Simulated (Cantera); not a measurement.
Input: 1 mol AlN, 0.65 mol HCl, 0.3 mol N₂, equilibrated at 1500 K and 0.133 bar.

Cantera equilibrium calculation (NASA polynomials, part measured and part estimated; ideal gas, pure solids and liquids). Candidate condensed phases: Al, AlCl₃, AlN, NH₄Cl; 20 gas species. The tables' values for AlCl₂ are old estimates; treat these amounts as uncertain. Kinetics and transport are ignored.

Base state: N₂ 0.413, H₂ 0.290, AlCl₃ 0.189, HCl 0.101, AlCl₂ 0.00595, AlCl 0.00146, H 2.60e-5 (mole fractions); condensed: AlN(s).

Task: What changes in the equilibrium state with this change: pressure from 0.133 bar to 0.100 bar?

Result: 
```csv
species,before,after
N₂,0.413,0.413
H₂,0.290,0.290
AlCl₃,0.189,0.188
AlCl₂,0.00595,0.00685
AlCl,0.00146,0.00194
HCl,0.101,0.101
H,2.60e-5,3.00e-5
"AlN(s), mol",0.813,0.812
```
